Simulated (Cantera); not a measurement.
Feed: 1 mol B₂O₃, 12 mol H₂O, 4.2 mol N₂, 4.8 mol NH₃, equilibrated at 133 Pa.

These are equilibrium values from Cantera (NASA tables, ideal gas, pure condensed phases), not measurements of a reactor. Candidate condensed phases: B, BN, B₂O₃, B₃O₃H₃, H₂O; 39 gas species. Gases not in the tables: H₃BO₃. Equilibrium is a limit: real reactors are often held back by kinetics, nucleation or transport. All values below are at 1198 K.

Base state: H₂O 0.454, H₂ 0.277, N₂ 0.254, HBO₂ 0.0149, (HBO₂)₃ 0.000132 (mole fractions); condensed: B₂O₃(l).

### Question
What changes in the equilibrium state with this change: B₂O₃ replaced by BCl₃?

### Answer
| species | before | after |
|---|---|---|
| H₂O | 0.454 | 0.375 |
| H₂ | 0.277 | 0.262 |
| N₂ | 0.254 | 0.240 |
| HCl | 0 | 0.109 |
| HBO₂ | 0.0149 | 0.0136 |
| (HBO₂)₃ | 0.000132 | 9.88e-5 |
| B₂O₃(l), mol | 0.801 | 0.309 |
Further candidate phases: NH₄Cl.
